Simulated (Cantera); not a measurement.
A closed system holds: 1 mol N₂O, 0.42 mol H₂O, 0.14 mol H₂, at 16.0 bar.

Cantera equilibrium calculation (NASA polynomials, part measured and part estimated; ideal gas, pure solids and liquids). Candidate condensed phases: H₂O; 24 gas species. Rates play no part. All values below are at 2802 °C.

Base state: N₂ 0.471, H₂O 0.240, O₂ 0.178, OH 0.0462, NO 0.0371, O 0.0153, H₂ 0.00817, H 0.00447 (mole fractions); condensed: gas only.

**Question.** What changes in the equilibrium state with this change: N₂O replaced by HI?

**Answer.** 
| species | before | after |
|---|---|---|
| I | 0 | 0.410 |
| H₂ | 0.00817 | 0.269 |
| H₂O | 0.240 | 0.202 |
| N₂ | 0.471 | 0 |
| HI | 0 | 0.0829 |
| NO | 0.0371 | 0 |
| O₂ | 0.178 | 0.000116 |
| O | 0.0153 | 0.000392 |
| OH | 0.0462 | 0.00677 |
| H | 0.00447 | 0.0256 |
| I₂ | 0 | 0.00284 |
| NO₂ | 7.53e-5 | 0 |
| HO₂ | 0.000133 | 4.97e-7 |
Further candidate phases: I₂.
